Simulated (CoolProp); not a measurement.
Properties of dodecamethylpentasiloxane (MD3M) at several states (Tc = 628.0 K, pc = 0.9540 MPa, ω = 0.730).

Model: reference Helmholtz-energy equation of state, Thol 2019, in CoolProp.

```
T (K)  p (MPa)   phase  density (kg/m³)  speed of sound (m/s)
-----  -------  ------  ---------------  --------------------
567.1   0.0368     gas            3.071                   [?]
264     0.0217  liquid            902.9                   [?]
438.7     2.51  liquid              [?]                 579.9
```

**Question.** Some entries are withheld; supply them.

**Answer.** 
- 567.1, speed of sound (m/s): 108.9
- 264, speed of sound (m/s): 1061
- 438.7, density (kg/m³): 738.1
